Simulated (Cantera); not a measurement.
Input: 1 mol C₃H₆, 0.069 mol H₂O, at 1625 K and 1.00 bar.

These are equilibrium values from Cantera (NASA tables, ideal gas, pure condensed phases), not measurements of a reactor. Candidate condensed phases: C, C₆H₆, C₇H₈, C₈H₁₈, H₂O; 110 gas species. Kinetics and transport are ignored.

Base state: H₂ 0.976, CO 0.0220, CH₄ 0.00140, H 6.97e-5, C₂H₂ (acetylene) 3.47e-5, H₂O 1.61e-5 (mole fractions); condensed: C(graphite).

### Question
What changes in the equilibrium state with this change: pressure from 1.00 bar to 36.0 Pa?

### Answer
```
species            before    after
----------------  -------  -------
H₂                  0.976    0.974
CO                 0.0220   0.0219
H                 6.97e-5  0.00367
CH₄               0.00140  5.03e-7
H₂O               1.61e-5  5.76e-9
C₂H₂ (acetylene)  3.47e-5  3.46e-5
C(graphite), mol     2.93     2.93
```

### Question
What changes in the equilibrium state with this change: temperature from 1625 K to 2673 K?

### Answer
```csv
species,before,after
H₂,0.976,0.910
H,6.97e-5,0.0489
CO,0.0220,0.0215
C₂H₂ (acetylene),3.47e-5,0.0194
C₄H₂,<1e-9,0.000173
C₂H,<1e-9,0.000106
C₂H₂ (vinylidene),<1e-9,2.62e-5
CH₂,<1e-9,1.04e-5
"C(graphite), mol",2.93,2.80
```

### Question
What changes in the equilibrium state with this change: pressure from 1.00 bar to 94.0 bar?

### Answer
| species | before | after |
|---|---|---|
| H₂ | 0.976 | 0.871 |
| CH₄ | 0.00140 | 0.105 |
| CO | 0.0220 | 0.0229 |
| H₂O | 1.61e-5 | 0.00140 |
| C₂H₆ | 1.08e-8 | 6.74e-5 |
| CO₂ | 1.16e-7 | 1.19e-5 |
| C₂H₄ | 3.04e-6 | 0.000227 |
| H | 6.97e-5 | 6.79e-6 |
| C(graphite), mol | 2.93 | 2.64 |
The ideal-gas law is rough above about 30 bar.
